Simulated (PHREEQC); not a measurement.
Dissolve 16 mmol/kgw NH4Cl, 14 mmol/kgw Na2CO3 and 0.086 mmol/kgw NaCl at 20 °C. Closed to the air; pH follows from the charge balance.

All values are PHREEQC results (ion-association model, phreeqc.dat), not measurements.

No solid was allowed to form.

Q: Order these C species by the share of C that they hold, largest first: HCO3-, NaHCO3, NaCO3-, CO3-2.

A: HCO3- (70 %), CO3-2 (24 %), NaCO3- (4.9 %), NaHCO3 (0.78 %)

The pH is 9.70 and the ionic strength 0.0368 mol/kgw. Carbamate, which ammonia and carbonate form, is missing from the database.
